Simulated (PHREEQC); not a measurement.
A solution holds 0.00096 mol NaHSO4 and 0.001 mol Na2HPO4 per kg of water, at 25 °C. Closed to the air; pH follows from the charge balance.

Model: ion-association model, phreeqc.dat, run in PHREEQC.

Each row changes one thing in this solution. This is a speciation only: nothing precipitates in the calculation.

```json
[
 {"case": "as made", "pH": "5.76", "ionic strength (mol/kgw)": "0.00394", "NaSO4- (mol/kgw)": "1.07e-5", "HSO4- (mol/kgw)": "1.31e-7"},
 {"case": "Na2HPO4 left out", "pH": "3.07", "ionic strength (mol/kgw)": "0.00275", "NaSO4- (mol/kgw)": "3.41e-6", "HSO4- (mol/kgw)": "6.24e-5"},
 {"case": "diluted 10-fold with water", "pH": "5.92", "ionic strength (mol/kgw)": "?", "NaSO4- (mol/kgw)": "1.30e-7", "HSO4- (mol/kgw)": "1.05e-8"},
 {"case": "temperature from 25 to 90 °C", "pH": "5.64", "ionic strength (mol/kgw)": "0.00394", "NaSO4- (mol/kgw)": "?", "HSO4- (mol/kgw)": "9.25e-7"},
 {"case": "temperature from 25 to 10 °C", "pH": "5.80", "ionic strength (mol/kgw)": "0.00394", "NaSO4- (mol/kgw)": "9.78e-6", "HSO4- (mol/kgw)": "8.88e-8"},
 {"case": "0.00033 mol/kgw Ca(OH)2 added", "pH": "7.43", "ionic strength (mol/kgw)": "0.00528", "NaSO4- (mol/kgw)": "1.01e-5", "HSO4- (mol/kgw)": "2.64e-9"},
 {"case": "Na2HPO4 from 0.001 to 0.0001 mol/kgw", "pH": "3.12", "ionic strength (mol/kgw)": "0.00285", "NaSO4- (mol/kgw)": "4.14e-6", "HSO4- (mol/kgw)": "?"}
]
```

Problem. Some entries are withheld; supply them.

Solution. 
- diluted 10-fold with water, ionic strength (mol/kgw): 0.000398
- temperature from 25 to 90 °C, NaSO4- (mol/kgw): 1.44e-5
- Na2HPO4 from 0.001 to 0.0001 mol/kgw, HSO4- (mol/kgw): 5.55e-5

Some of these states are supersaturated (in Hydroxyapatite, for instance). Away from 25 °C the constants follow the database's enthalpies or fits; those with neither stay at their 25 °C values.
